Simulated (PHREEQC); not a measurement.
A made-up water analysis in mg/L, 25 °C, pH 2.11, pe 8.4: Na 16.1; K 168; Ca 242; Mg 13; Cl 105; S(6) as SO4 1090; Sr 1.31.

Cl is adjusted to close the charge balance.
Valence states are taken as typed.

All values are PHREEQC results (ion-association model, phreeqc.dat), not measurements.

No solid was allowed to form.

Predict the ionic strength.

ionic strength 0.0354 mol/kgw.

In which forms is Na present?

Na+ 98 %, NaSO4- 1.6 % of the Na.
